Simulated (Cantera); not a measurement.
A Cantera script and what it prints.

```python
import numpy as np
import cantera as ct

gas_names = [...]  # 91 gases of nasa_gas.yaml made of C, Cl, H
cond_names = """
    C(gr) C6H6(L) C7H8(L) C8H18(L),n-octa
""".split()


# ... load() reads the species with a 1 bar reference pressure and builds the phases ...
atoms = {
    'CCl4': {'C': 1, 'CL': 4},
    'H2': {'H': 2},
    'HCl': {'H': 1, 'CL': 1},
}
top_T = {'C(gr)': 4500}  # K; cautious upper limits of use, not melting points


# ... equilibrate(T, P, feed) seeds the gas with the atoms and calls Mixture.equilibrate('TP', solver="vcs", rtol=1e-11, max_steps=5000) ...
results = []
feed = {'CCl4': 1, 'H2': 0.73, 'HCl': 0.035}  # mol
T = 1823.15  # K
P = 3  # Pa
mix = equilibrate(T, P, feed)
results.append((T, P, feed, dict(zip(mix.species_names, mix.species_moles))))
print(gas.report(threshold=1e-06))
for i in range(1, mix.n_phases):
    print(f"{mix.phase(i).name:16s} {mix.phase_moles(i):12.5e} mol")
```

It prints:

```
       temperature   1823.2 K
          pressure   3 Pa
           density   7.0623e-06 kg/m^3
  mean mol. weight   35.685 kg/kmol
   phase of matter   gas

                          1 kg             1 kmol
                     ---------------   ---------------
          enthalpy        2.3223e+06         8.287e+07  J
   internal energy        1.8975e+06        6.7711e+07  J
           entropy            8722.4        3.1126e+05  J/K
    Gibbs function        -1.358e+07        -4.846e+08  J
 heat capacity c_p            740.62             26429  J/K
 heat capacity c_v            507.63             18115  J/K

                      mass frac. Y      mole frac. X     chem. pot. / RT
                     ---------------   ---------------   ---------------
                CL           0.62788           0.63204           -25.364
               CL2        0.00019238        9.6825e-05           -50.728
                 H        7.7819e-05         0.0027549            -18.16
               HCL           0.37178            0.3639           -43.525
                H2        6.8358e-05           0.00121           -36.321
     [  +86 minor]        5.9188e-07        5.0401e-07

C(gr)             9.99996e-01 mol
```

Method: chemical equilibrium by Gibbs-energy minimisation in Cantera with the NASA 1993 tables (ideal gas, pure condensed phases).
